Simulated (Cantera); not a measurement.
Cantera run:

```python
import numpy as np
import cantera as ct

gas_names = """
    F FO FO2 F2 F2O O O2 O3 Si SiF SiF2 SiF3 SiF4 SiO SiO2 Si2 Si3
""".split()
cond_names = """
    Si(cr) Si(L) SiO2(Lqz) SiO2(hqz) SiO2(L)
""".split()


# ... load() reads the species with a 1 bar reference pressure and builds the phases ...
atoms = {
    'SiO2': {'Si': 1, 'O': 2},
    'F2': {'F': 2},
}
top_T = {}  # K; cautious upper limits of use, not melting points


# ... equilibrate(T, P, feed) seeds the gas with the atoms and calls Mixture.equilibrate('TP', solver="vcs", rtol=1e-11, max_steps=5000) ...
results = []
feed = {'SiO2': 1, 'F2': 11}  # mol
T = 1023  # K
for P in [1, 6.8, 46, 320, 2200, 15000, 100000]:
    mix = equilibrate(T, P, feed)
    results.append((T, P, feed, dict(zip(mix.species_names, mix.species_moles))))

top = {s: max(r[3][s] / sum(r[3][g] for g in gas_names) for r in results) for s in gas_names}
cols = sorted((s for s in top if top[s] > 1e-06), key=lambda s: -top[s])[:9]
seen = [c for c in cond_names if any(r[3].get(c, 0) > 1e-12 for r in results)]
print("log10 of partial pressures in bar; condensed amounts in mol")
print(f"{'P/Pa':>10s}" + "".join(f"{s[:9]:>10s}" for s in cols + seen))
for T, P, feed, n in results:
    ng = sum(n[g] for g in gas_names)
    print(f"{P:10.4g}" + "".join(f"{np.log10(max(n[s] / ng * P / 1e5, 1e-99)):10.3f}" for s in cols)
          + "".join(f"{n.get(c, 0):10.4g}" for c in seen))
```

Output:

```
log10 of partial pressures in bar; condensed amounts in mol
      P/Pa         F        F2      SiF4        O2       FO2       F2O        FO
         1    -5.046    -8.269    -6.301    -6.301   -13.529   -15.698   -12.156
       6.8    -4.215    -6.608    -5.467    -5.467   -11.864   -13.619   -10.908
        46    -3.396    -4.968    -4.628    -4.628   -10.206   -11.560    -9.669
       320    -2.612    -3.401    -3.745    -3.745    -8.539    -9.552    -8.444
      2200    -1.959    -2.096    -2.824    -2.824    -6.965    -7.786    -7.331
   1.5e+04    -1.436    -1.049    -1.922    -1.922    -5.540    -6.288    -6.356
     1e+05    -0.982    -0.141    -1.065    -1.065    -4.229    -4.951    -5.474
```

These are equilibrium values from Cantera (NASA tables, ideal gas, pure condensed phases), not measurements of a reactor.
